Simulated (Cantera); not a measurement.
A closed system holds: 1 mol V, 2.9 mol N2O, 2.6 mol N2, 0.029 mol H2O, equilibrated at 1002 °C and 3.40 mbar.

Equilibrium computed with Cantera from the NASA thermochemical tables; the gas is ideal and each condensed phase is pure. Candidate condensed phases: H2O, V, VN, VO, V2O3, V2O4, V2O5; 28 gas species. Condensed phases not in the tables: the oxides between V2O3 and V2O5 other than VO2. Equilibrium is a limit: real reactors are often held back by kinetics, nucleation or transport.

Base state: N2 0.920, O2 0.0752, H2O 0.00485, NO 0.000217 (mole fractions); condensed: V2O4(s).

What changes in the equilibrium state with this change: temperature from 1002 °C to 1375 °C?


| species | before | after |
|---|---|---|
| N2 | 0.920 | 0.918 |
| O2 | 0.0752 | 0.0743 |
| H2O | 0.00485 | 0.00475 |
| NO | 0.000217 | 0.00152 |
| VO2 | 4.70e-8 | 0.000691 |
| O | 5.25e-7 | 0.000119 |
| OH | 5.51e-6 | 0.000176 |
| V2O4(s), mol | 0.500 | 0.498 |

What changes in the equilibrium state with this change: temperature from 1002 °C to 2152 °C?


```json
[
 {"species": "N2", "before": "0.920", "after": "0.767"},
 {"species": "VO2", "before": "4.70e-8", "after": "0.140"},
 {"species": "O2", "before": "0.0752", "after": "0.0421"},
 {"species": "O", "before": "5.25e-7", "after": "0.0348"},
 {"species": "H", "before": "1.64e-9", "after": "0.00426"},
 {"species": "VO", "before": "<1e-9", "after": "0.000629"},
 {"species": "V2O4(s), mol", "before": "0.500", "after": "0"}
]
```
